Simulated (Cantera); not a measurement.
Hydrocarbon pyrolysis for carbon deposition

An isothermal, constant-pressure homogeneous reactor starts with C₃H₈ : H₂ : N₂ = 1 : 15 : 0.56 (molar parts), at 1323 K and 5500 Pa.

Computed with Cantera and GRI-Mech 3.0 (53 species, 325 reactions). GRI-Mech 3.0 was tuned for natural gas; its chemistry of propane as a main component is partial and can be far from experiment. GRI-Mech 3.0 stops at C3 and has no aromatics, soot or wall deposition, so with more carbon than oxygen in the feed, carbon stays in small species such as C2H2 where larger ones or solid carbon would form.

```json
[
 {"t (s)": "3.00e-5", "x C₃H₈": "0.0603", "x H₂": "0.906", "x CH₂": "3.66e-10", "x C₂H₄": "7.28e-5", "x C₂H₂": "4.89e-10"},
 {"t (s)": "0.000135", "x C₃H₈": "0.0589", "x H₂": "0.904", "x CH₂": "2.60e-8", "x C₂H₄": "0.00128", "x C₂H₂": "2.80e-7"},
 {"t (s)": "0.000605", "x C₃H₈": "0.0424", "x H₂": "0.890", "x CH₂": "2.03e-7", "x C₂H₄": "0.0164", "x C₂H₂": "7.39e-5"},
 {"t (s)": "0.00272", "x C₃H₈": "0.00351", "x H₂": "0.857", "x CH₂": "6.31e-8", "x C₂H₄": "0.0501", "x C₂H₂": "0.00271"},
 {"t (s)": "0.0122", "x C₃H₈": "5.29e-5", "x H₂": "0.855", "x CH₂": "1.93e-9", "x C₂H₄": "0.0482", "x C₂H₂": "0.00771"},
 {"t (s)": "0.0548", "x C₃H₈": "2.79e-7", "x H₂": "0.856", "x CH₂": "1.99e-10", "x C₂H₄": "0.0436", "x C₂H₂": "0.0122"},
 {"t (s)": "0.246", "x C₃H₈": "3.53e-8", "x H₂": "0.857", "x CH₂": "1.21e-10", "x C₂H₄": "0.0336", "x C₂H₂": "0.0216"},
 {"t (s)": "1.10", "x C₃H₈": "1.16e-8", "x H₂": "0.859", "x CH₂": "7.91e-11", "x C₂H₄": "0.0141", "x C₂H₂": "0.0399"},
 {"t (s)": "4.96", "x C₃H₈": "3.06e-9", "x H₂": "0.860", "x CH₂": "4.79e-11", "x C₂H₄": "0.00498", "x C₂H₂": "0.0484"},
 {"t (s)": "22.3", "x C₃H₈": "2.92e-9", "x H₂": "0.860", "x CH₂": "4.71e-11", "x C₂H₄": "0.00478", "x C₂H₂": "0.0483"},
 {"t (s)": "100", "x C₃H₈": "2.91e-9", "x H₂": "0.859", "x CH₂": "4.69e-11", "x C₂H₄": "0.00469", "x C₂H₂": "0.0475"}
]
```
x: mole fraction; the columns are a selection and need not sum to one.

Equilibrium at this temperature and pressure: C₃H₈ 2.42e-9, H₂ 0.856, CH₂ 4.36e-11, C₂H₄ 0.00391, C₂H₂ 0.0396 (gas phase only).
